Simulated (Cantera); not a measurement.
Stirred combustor or abatement burner

A perfectly stirred reactor is fed with 5.67 % CH4, 0.272 % CO, 19.8 % O2, 74.3 % N2, at 0.320 bar; it is adiabatic with a 798 K inlet, and is followed from long to short residence time, starting on the burning branch (τ in s: 0.19, 0.076, 0.031, 0.013, 0.0053, 0.0022, 0.00089, 0.00037, 0.00015, 6.2e-05, 2.5e-05).

Computed with Cantera and GRI-Mech 3.0 (53 species, 325 reactions).

```
τ (s)    T (K)     x CH4     x CO    x O2   x H2O2    x C2H2    x CH2
-------  -----  --------  -------  ------  -------  --------  -------
0.19      2010   4.14e-6  0.00115  0.0825  3.85e-8  4.69e-11  4.54e-8
0.076     1997   7.87e-6  0.00179  0.0826  4.43e-8  1.02e-10  9.40e-8
0.031     1975   1.42e-5  0.00288  0.0827  5.59e-8  1.84e-10  1.77e-7
0.013     1943   2.54e-5  0.00445  0.0830  7.42e-8  3.15e-10  3.06e-7
0.0053    1897   4.80e-5  0.00664  0.0836  1.03e-7  6.03e-10  5.13e-7
0.0022    1840   9.59e-5  0.00939  0.0846  1.44e-7   1.38e-9  8.37e-7
0.00089   1772  0.000216   0.0133  0.0866  2.06e-7   4.35e-9  1.45e-6
0.00037   1700  0.000557   0.0193  0.0908  2.90e-7   2.08e-8  2.85e-6
0.00015   1601   0.00233   0.0311   0.103  4.45e-7   3.48e-7  8.93e-6
6.2e-5     798    0.0567  0.00272   0.198   <1e-12    <1e-12   <1e-12
2.5e-5     798    0.0567  0.00272   0.198   <1e-12    <1e-12   <1e-12
```
x: mole fraction; the columns are a selection and need not sum to one.
